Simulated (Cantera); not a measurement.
Input: 1 mol Ti(OiPr)4, 0.45 mol H2O, 22 mol H2, equilibrated at 1950 K and 140 Pa.

Cantera equilibrium calculation (NASA polynomials, part measured and part estimated; ideal gas, pure solids and liquids). The feed counts by its element totals alone. TiC: taken at fixed stoichiometry. The numbers say what is thermodynamically allowed, not how fast it happens.

```tsv
species	before	after
H2	0.864	0.891
CO	0.107	0.109
H	0.0285	0.000172
C2H2 (acetylene)	0.000472	3.14e-6
C(graphite), mol	6.51	6.55
TiC(s), mol	1.000	1.00
```
Gas species are given as mole fractions.

What was changed between the two runs?
A. temperature from 1950 K to 1425 K
B. temperature from 1950 K to 1850 K
C. H2O from 0.45 to 3.3 mol
D. pressure from 140 Pa to 1330 Pa

A, temperature from 1950 K to 1425 K
